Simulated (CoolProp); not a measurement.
Vapour-liquid equilibrium of ethanol (1) + hexamethyldisiloxane (MM) (2) at 3.84 bar; x and y are mole fractions of (1).

Model: multi-fluid Helmholtz-energy mixture model, Schroeder 2014 and Thol 2016; pair parameters Bell 2016, in CoolProp.

```json
[
 {"x": "0.05", "bubble temperature (K)": "?", "y at the bubble point": "0.222", "dew temperature at overall composition x (K)": "425.0", "liquid density (mol/L)": "3.957"},
 {"x": "0.125", "bubble temperature (K)": "406.3", "y at the bubble point": "0.408", "dew temperature at overall composition x (K)": "421.3", "liquid density (mol/L)": "4.299"},
 {"x": "0.2", "bubble temperature (K)": "400.4", "y at the bubble point": "0.509", "dew temperature at overall composition x (K)": "417.5", "liquid density (mol/L)": "4.648"},
 {"x": "0.275", "bubble temperature (K)": "396.9", "y at the bubble point": "0.572", "dew temperature at overall composition x (K)": "413.6", "liquid density (mol/L)": "5.027"},
 {"x": "0.35", "bubble temperature (K)": "?", "y at the bubble point": "0.616", "dew temperature at overall composition x (K)": "409.5", "liquid density (mol/L)": "5.453"},
 {"x": "0.425", "bubble temperature (K)": "392.9", "y at the bubble point": "0.651", "dew temperature at overall composition x (K)": "405.3", "liquid density (mol/L)": "5.944"},
 {"x": "0.5", "bubble temperature (K)": "391.7", "y at the bubble point": "0.680", "dew temperature at overall composition x (K)": "401.0", "liquid density (mol/L)": "6.517"},
 {"x": "0.575", "bubble temperature (K)": "390.8", "y at the bubble point": "0.709", "dew temperature at overall composition x (K)": "396.7", "liquid density (mol/L)": "7.194"},
 {"x": "0.65", "bubble temperature (K)": "390.1", "y at the bubble point": "0.740", "dew temperature at overall composition x (K)": "392.9", "liquid density (mol/L)": "8.003"},
 {"x": "0.725", "bubble temperature (K)": "389.6", "y at the bubble point": "0.775", "dew temperature at overall composition x (K)": "390.4", "liquid density (mol/L)": "8.980"},
 {"x": "0.8", "bubble temperature (K)": "389.3", "y at the bubble point": "0.818", "dew temperature at overall composition x (K)": "389.4", "liquid density (mol/L)": "10.18"},
 {"x": "0.875", "bubble temperature (K)": "389.2", "y at the bubble point": "0.873", "dew temperature at overall composition x (K)": "389.2", "liquid density (mol/L)": "11.66"},
 {"x": "0.95", "bubble temperature (K)": "389.4", "y at the bubble point": "?", "dew temperature at overall composition x (K)": "389.4", "liquid density (mol/L)": "13.54"}
]
```

Q: Complete the blanks.

A: 
- 0.05, bubble temperature (K): 416.4
- 0.35, bubble temperature (K): 394.5
- 0.95, y at the bubble point: 0.944

y crosses x between x = 0.8 and 0.875: the model has an azeotrope there.

The pair parameters rest on a limited set of measurements; away from them the model extrapolates.
